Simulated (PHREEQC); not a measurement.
Dissolve 88 mmol/kgw HNO3, 12 mmol/kgw NaCl and 11 mmol/kgw MgCl2 at 25 °C. Closed to the air; pH follows from the charge balance.

All values are PHREEQC results (ion-association model, phreeqc.dat), not measurements.

Each row changes one thing in this solution. No solid was allowed to form.

```json
[
 {"case": "as made", "pH": "1.15", "SI of Halite (NaCl)": "-5.20"},
 {"case": "temperature from 25 to 15 °C", "pH": "(withheld)", "SI of Halite (NaCl)": "(withheld)"},
 {"case": "temperature from 25 to 90 °C", "pH": "(withheld)", "SI of Halite (NaCl)": "(withheld)"},
 {"case": "NaCl from 0.012 to 0.0108 mol/kgw", "pH": "1.15", "SI of Halite (NaCl)": "-5.26"},
 {"case": "HNO3 from 0.088 to 0.0176 mol/kgw", "pH": "(withheld)", "SI of Halite (NaCl)": "-5.15"},
 {"case": "NaCl from 0.012 to 0.024 mol/kgw", "pH": "1.15", "SI of Halite (NaCl)": "-4.77"}
]
```

Q: What belongs in the gaps?

A: 
- temperature from 25 to 15 °C, pH: 1.14
- temperature from 25 to 15 °C, SI of Halite (NaCl): -5.19
- temperature from 25 to 90 °C, pH: 1.16
- temperature from 25 to 90 °C, SI of Halite (NaCl): -5.28
- HNO3 from 0.088 to 0.0176 mol/kgw, pH: 1.83

Constants without temperature data keep their 25 °C values here.
